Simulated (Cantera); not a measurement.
A closed system holds: 1 mol SiHCl3, 0.015 mol Cl2, 9.7 mol H2, 0.058 mol HCl, held at 1448.15 K and 0.00440 bar.

These are equilibrium values from Cantera (NASA tables, ideal gas, pure condensed phases), not measurements of a reactor. Candidate condensed phases: Si; 19 gas species. The tables' values for SiCl3 are old estimates; treat these amounts as uncertain. The numbers say what is thermodynamically allowed, not how fast it happens.

Base state: H2 0.806, HCl 0.129, SiCl2 0.0631, SiCl3 0.00211, SiCl4 0.000259, SiHCl3 0.000139, H 0.000125, Cl 1.62e-5 (mole fractions); condensed: Si(s).

Question: What changes in the equilibrium state with this change: HCl from 0.058 to 3.7 mol?

Answer: 
```csv
species,before,after
H2,0.806,0.635
HCl,0.129,0.299
SiCl2,0.0631,0.0581
SiCl4,0.000259,0.00164
Cl,1.62e-5,4.26e-5
SiCl3,0.00211,0.00510
SiHCl3,0.000139,0.000298
SiH2Cl2,1.15e-5,8.38e-6
"Si(s), mol",0.228,0
```

Question: What changes in the equilibrium state with this change: pressure from 0.00440 bar to 0.170 bar?

Answer: 
| species | before | after |
|---|---|---|
| H2 | 0.806 | 0.822 |
| HCl | 0.129 | 0.112 |
| SiCl2 | 0.0631 | 0.0472 |
| SiH2Cl2 | 1.15e-5 | 0.000341 |
| SiHCl3 | 0.000139 | 0.00351 |
| Si(s), mol | 0.228 | 0.243 |
